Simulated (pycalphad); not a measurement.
An equivalent pycalphad script:

```python
from pycalphad import Database, equilibrium, calculate, variables as v
import numpy as np
db = Database('COST507.tdb')
comps = ['HF', 'B', 'VA']
phases = ['B2M', 'BCC_A2', 'BETA_RHOMBO_B', 'BM', 'HCP_A3', 'LIQUID']
eq = equilibrium(db, comps, phases, {v.X('B'): 0.767, v.T: np.arange(3900, 499, -100), v.P: 101325, v.N: 1}, output=['HM', 'SM'])
```

All values are pycalphad results on the COST 507 light-alloy database (1999) (1 atm), not direct measurements. The database dates from 1999; later assessments differ in places, in temperatures and in the compounds included. Phase fractions are per mole of atoms. Diffusion is slow at the low end, where real alloys seldom reach equilibrium.

Results at three of the temperatures:

```
T = 3700.00 K, P = 101325 Pa, N = 1 mol of atoms
G = -276835 J/mol, H = 114780 J/mol, S = 105.84 J/(mol K)  (SER reference)
chemical potentials (J/mol): Hf -518952, B -203285
phase             fraction      x(Hf)       x(B)
LIQUID              1.0000     0.2330     0.7670
```

```
T = 800.00 K, P = 101325 Pa, N = 1 mol of atoms
G = -89424 J/mol, H = -63840 J/mol, S = 31.98 J/(mol K)  (SER reference)
chemical potentials (J/mol): Hf -352768, B -9425
phase             fraction      x(Hf)       x(B)
B2M                 0.6990     0.3333     0.6667
BETA_RHOMBO_B       0.3010       none     1.0000
```

```
T = 600.00 K, P = 101325 Pa, N = 1 mol of atoms
G = -83682 J/mol, H = -68559 J/mol, S = 25.21 J/(mol K)  (SER reference)
chemical potentials (J/mol): Hf -341675, B -5309
phase             fraction      x(Hf)       x(B)
B2M                 0.6990     0.3333     0.6667
BETA_RHOMBO_B       0.3010       none     1.0000
```

Changes of the phase set, refined by bisection:

```json
[
 {"T (K)": "3552.6", "phases above": "LIQUID", "phases below": "B2M + LIQUID"},
 {"T (K)": "2337.9", "phases above": "B2M + LIQUID", "phases below": "B2M + BETA_RHOMBO_B"}
]
```

Database names, with the compositions (at.%) that they take in these runs: B2M: B 67 Hf 33. BETA_RHOMBO_B is β-boron. An entry "none" or "no" means that the model of the phase leaves that element out.
